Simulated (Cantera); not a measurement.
Cantera run, input and output.

```python
import numpy as np
import cantera as ct

gas = ct.Solution("h2o2.yaml")


def delay(T, t_max=10):
    gas.TPX = T, 380000, {'H2': 1, 'O2': 0.333, 'N2': 1.25}
    reactor = ct.IdealGasConstPressureReactor(gas, clone=False)
    net = ct.ReactorNet([reactor])
    net.rtol, net.atol = 1e-8, 1e-16
    while net.time < t_max:
        t_old, T_old = net.time, reactor.T
        net.step()
        if reactor.T > T + 400:  # ignition: a rise of 400 K
            return t_old + (T + 400 - T_old) / (reactor.T - T_old) * (net.time - t_old)
    return np.nan


taus = []
for T in [1200, 1250, 1300, 1350, 1400, 1450, 1500]:
    taus.append(delay(T))
    print(f"T0 = {T:6g} K   tau = {taus[-1]:.4e} s")

# d ln(tau) / d ln(k), from doubling and halving each rate constant
T, sens = 1250, []
for i in range(gas.n_reactions):
    gas.set_multiplier(2.0, i)
    up = delay(T)
    gas.set_multiplier(0.5, i)
    down = delay(T)
    gas.set_multiplier(1.0, i)
    sens.append((np.log(up / down) / np.log(4.0), gas.reaction(i).equation))
sens.sort(key=lambda x: -abs(x[0]))
print(f"sensitivities at {T} K")
for s, eq in sens[:10]:
    print(f"{s:8.3f}  {eq}")
```

Output:

```
T0 =   1200 K   tau = 1.7703e-05 s
T0 =   1250 K   tau = 1.1749e-05 s
T0 =   1300 K   tau = 8.6205e-06 s
T0 =   1350 K   tau = 6.6995e-06 s
T0 =   1400 K   tau = 5.4125e-06 s
T0 =   1450 K   tau = 4.5020e-06 s
T0 =   1500 K   tau = 3.8345e-06 s
sensitivities at 1250 K
  -1.128  H + O2 <=> O + OH
   0.210  H + O2 + M <=> HO2 + M
   0.158  H + O2 + N2 <=> HO2 + N2
  -0.132  H2 + O <=> H + OH
  -0.057  H2 + OH <=> H + H2O
  -0.052  H + HO2 <=> 2 OH
  -0.035  H + HO2 <=> H2 + O2
   0.032  H + O2 + O2 <=> HO2 + O2
  -0.010  H + O2 + H2O <=> HO2 + H2O
  -0.005  H + H2O2 <=> H2 + HO2
```

Model: the H2/O2 subset of GRI-Mech 3.0, which has no nitrogen chemistry, integrated in Cantera. The hydrogen kinetics of GRI-Mech 3.0 are dated; newer H2 mechanisms differ, most at raised pressure. Where the delays flatten at high temperature, the 400 K rule measures the pace of heat release, not the induction time.
